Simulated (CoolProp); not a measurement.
Aqueous lithium chloride as a coolant, 9 % by mass, freezing at -10.6 °C, 1 atm.

Model: Melinder's fits for secondary coolants, in CoolProp.

| T (°C) | cp (kJ/(kg K)) | viscosity (mPa s) | density (kg/m³) | conductivity (W/(m K)) |
|---|---|---|---|---|
| -4.2 | 3.682 | 2.67 | 1054 | 0.538 |
| 3.1 | 3.692 | 2.11 | 1053 | 0.550 |
| 10.5 | 3.703 | 1.72 | 1052 | 0.561 |
| 17.8 | 3.714 | 1.43 | 1051 | 0.572 |
| 25.2 | 3.726 | 1.21 | 1049 | 0.584 |
| 32.5 | 3.737 | 1.04 | 1047 | 0.595 |
